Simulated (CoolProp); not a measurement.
Octamethylcyclotetrasiloxane (D4) along the isotherm 620 K: density (kg/m³) from the reference equation and from simpler models built on Tc = 586.5 K, pc = 1.347 MPa, ω = 0.598; each cubic takes its own stable root.

The numbers come from the reference Helmholtz-energy equation of state, Thol 2015 in CoolProp.

| p (MPa) | phase | reference | ideal gas | Redlich-Kwong | Soave-Redlich-Kwong | Peng-Robinson |
|---|---|---|---|---|---|---|
| 0.211 | gas | 12.72 | 12.14 | 12.74 | 12.69 | 12.77 |
| 0.421 | gas | 26.74 | 24.22 | 26.79 | 26.59 | 26.92 |
| 0.632 | gas | 42.56 | 36.37 | 42.73 | 42.17 | 42.96 |
| 0.842 | gas | 60.60 | 48.45 | 61.03 | 59.74 | 61.29 |
| 1.05 | gas | 81.58 | 60.42 | 82.66 | 79.92 | 82.61 |
| 1.26 | gas | 107.3 | 72.50 | 110.1 | 104.3 | 108.7 |
| 1.47 | supercritical | 140.2 | 84.58 | 148.1 | 134.7 | 141.5 |
| 1.68 | supercritical | 185.2 | 96.67 | 209.6 | 174.6 | 184.9 |
| 1.89 | supercritical | 249.1 | 108.8 | 287.1 | 225.8 | 240.5 |
| 2.11 | supercritical | 324.0 | 121.4 | 336.3 | 279.1 | 299.4 |
| 2.32 | supercritical | 377.4 | 133.5 | 366.0 | 317.6 | 343.0 |
| 2.53 | supercritical | 412.9 | 145.6 | 388.1 | 346.1 | 375.8 |
| 2.74 | supercritical | 437.6 | 157.7 | 405.8 | 368.5 | 401.6 |
| 2.95 | supercritical | 456.2 | 169.7 | 420.6 | 386.8 | 422.7 |
| 3.16 | supercritical | 471.1 | 181.8 | 433.5 | 402.3 | 440.7 |
| 3.37 | supercritical | 483.4 | 193.9 | 444.9 | 415.9 | 456.3 |
